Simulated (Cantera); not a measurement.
Charge: 1 mol C₂H₅OH, 0.77 mol CO₂, at 1500 K and 660 Pa.

Equilibrium computed with Cantera from the NASA thermochemical tables; the gas is ideal and each condensed phase is pure. Candidate condensed phases: C, C₆H₆, C₇H₈, C₈H₁₈, H₂O; 110 gas species. The numbers say what is thermodynamically allowed, not how fast it happens.

Base state: H₂ 0.541, CO 0.458, H 0.000159 (mole fractions); condensed: C(graphite).

Question: What changes in the equilibrium state with this change: temperature from 1500 K to 2948.15 K?

Answer: 
```tsv
species	before	after
H	0.000159	0.549
CO	0.458	0.328
H₂	0.541	0.110
C₃	<1e-9	0.00572
C	<1e-9	0.00277
C₂H	<1e-9	0.00166
C₂	<1e-9	0.000964
CH	<1e-9	3.66e-5
C(graphite), mol	0.230	0
```
